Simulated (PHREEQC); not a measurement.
Make-up at 25 °C: 2.2 mmol/kgw NH4HF2, 0.17 mmol/kgw H2SiF6 and 19 mmol/kgw H3BO3. Closed to the air; pH follows from the charge balance.

Model: ion-association model, phreeqc.dat, run in PHREEQC.

Question: The ionic strength comes out as 0.00257 mol/kgw. What activity coefficients do HF2-, BF2(OH)2-, BF4-, NH4+, SiF6-2 get?

Answer: HF2- 0.95, BF2(OH)2- 0.95, BF4- 0.95, NH4+ 0.94, SiF6-2 0.80.

Precipitation was switched off in this run. Examples of supersaturated solids here: Quartz (slow to form). Others may be too. SiF6-2 is the database's only silicon fluoride. Real BF4- forms and hydrolyses slowly; the run takes it at equilibrium.
